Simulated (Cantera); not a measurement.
Cantera run:

```python
import numpy as np
import cantera as ct

gas_names = """
    CL CL2 H HCL H2 Si SiCL SiCL2 SiCL3 SiCL4 SiH SiHCL3 SiH2 SiH2CL2 SiH3 SiH3CL SiH4 Si2 Si3
""".split()
cond_names = """
    Si(cr) Si(L)
""".split()


# ... load() reads the species with a 1 bar reference pressure and builds the phases ...
atoms = {
    'SiCl4': {'Si': 1, 'CL': 4},
    'H2': {'H': 2},
}
top_T = {}  # K; cautious upper limits of use, not melting points


# ... equilibrate(T, P, feed) seeds the gas with the atoms and calls Mixture.equilibrate('TP', solver="vcs", rtol=1e-11, max_steps=5000) ...
results = []
feed = {'SiCl4': 1, 'H2': 5.8}  # mol
P = 28000  # Pa
for T in [900, 925, 950, 975, 1000, 1025, 1050, 1075, 1100, 1125, 1150, 1175, 1200, 1225]:
    mix = equilibrate(T, P, feed)
    results.append((T, P, feed, dict(zip(mix.species_names, mix.species_moles))))

top = {s: max(r[3][s] / sum(r[3][g] for g in gas_names) for r in results) for s in gas_names}
cols = sorted((s for s in top if top[s] > 1e-05), key=lambda s: -top[s])[:9]
seen = [c for c in cond_names if any(r[3].get(c, 0) > 1e-12 for r in results)]
print("log10 of partial pressures in bar; condensed amounts in mol")
print(f"{'T/K':>10s}" + "".join(f"{s[:9]:>10s}" for s in cols + seen))
for T, P, feed, n in results:
    ng = sum(n[g] for g in gas_names)
    print(f"{T:10.4g}" + "".join(f"{np.log10(max(n[s] / ng * P / 1e5, 1e-99)):10.3f}" for s in cols)
          + "".join(f"{n.get(c, 0):10.4g}" for c in seen))
```

Output:

```
log10 of partial pressures in bar; condensed amounts in mol
       T/K        H2     SiCL4       HCL    SiHCL3     SiCL2     SiCL3   SiH2CL2    SiH3CL
       900    -0.631    -1.441    -2.302    -2.317    -5.645    -4.382    -4.216    -6.727
       925    -0.632    -1.448    -2.251    -2.269    -5.286    -4.166    -4.099    -6.535
       950    -0.633    -1.456    -2.202    -2.226    -4.946    -3.963    -3.990    -6.356
       975    -0.635    -1.464    -2.156    -2.186    -4.627    -3.772    -3.888    -6.188
      1000    -0.636    -1.473    -2.111    -2.151    -4.326    -3.592    -3.795    -6.032
      1025    -0.638    -1.483    -2.068    -2.119    -4.044    -3.423    -3.710    -5.889
      1050    -0.639    -1.494    -2.025    -2.092    -3.780    -3.266    -3.633    -5.758
      1075    -0.641    -1.505    -1.982    -2.070    -3.534    -3.120    -3.566    -5.643
      1100    -0.643    -1.518    -1.939    -2.053    -3.307    -2.984    -3.509    -5.542
      1125    -0.645    -1.532    -1.895    -2.043    -3.098    -2.860    -3.464    -5.459
      1150    -0.648    -1.548    -1.849    -2.039    -2.909    -2.748    -3.431    -5.393
      1175    -0.651    -1.566    -1.802    -2.042    -2.738    -2.647    -3.410    -5.345
      1200    -0.654    -1.586    -1.753    -2.052    -2.585    -2.557    -3.401    -5.314
      1225    -0.658    -1.609    -1.704    -2.069    -2.448    -2.478    -3.404    -5.298
```

Cantera equilibrium calculation (NASA polynomials, part measured and part estimated; ideal gas, pure solids and liquids). The tables' values for SiCl3 are old estimates; treat these amounts as uncertain.
